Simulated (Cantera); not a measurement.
## Carbon deposition, reforming and gasification: C2H4 + O2 + H2O

Feed: 1 mol C2H4, 0.3 mol O2, a varied amount of H2O, held at 1450 °C and 0.428 Torr.

Method: chemical equilibrium by Gibbs-energy minimisation in Cantera with the NASA 1993 tables (ideal gas, pure condensed phases). Candidate condensed phases: C, C6H6, C7H8, C8H18, H2O; 110 gas species. Rates play no part.

From 0.43 mol H2O to 1.3 mol H2O the condensed part is C(graphite). From 1.4 mol H2O to 2.1 mol H2O nothing is condensed. The main C-bearing gas is CO throughout.

```csv
n(H2O) (mol),log p H2,log p CO,log p H2O,log p CO2,log p H,log p C2H2 (acetylene),log p OH,n C(graphite)
0.43,-3.40,-3.77,-10.54,-11.46,-5.44,-7.44,-13.84,0.970
0.58,-3.41,-3.75,-10.53,-11.41,-5.44,-7.45,-13.83,0.820
0.72,-3.42,-3.73,-10.52,-11.38,-5.45,-7.46,-13.81,0.680
0.86,-3.43,-3.72,-10.51,-11.35,-5.45,-7.47,-13.80,0.539
1,-3.43,-3.70,-10.51,-11.33,-5.46,-7.48,-13.79,0.399
1.1,-3.44,-3.70,-10.51,-11.31,-5.46,-7.48,-13.79,0.299
1.3,-3.45,-3.68,-10.50,-11.28,-5.46,-7.49,-13.78,0.0994
1.4,-3.45,-3.68,-9.41,-10.19,-5.46,-9.66,-12.69,0
1.6,-3.46,-3.70,-4.76,-5.54,-5.47,<-15,-8.03,0
1.7,-3.47,-3.71,-4.59,-5.38,-5.47,<-15,-7.86,0
1.8,-3.47,-3.72,-4.47,-5.26,-5.48,<-15,-7.74,0
2,-3.48,-3.74,-4.31,-5.11,-5.48,<-15,-7.57,0
2.1,-3.49,-3.75,-4.25,-5.06,-5.48,<-15,-7.50,0
```
log p: log10 of the partial pressure in bar; n: condensed amount in mol.
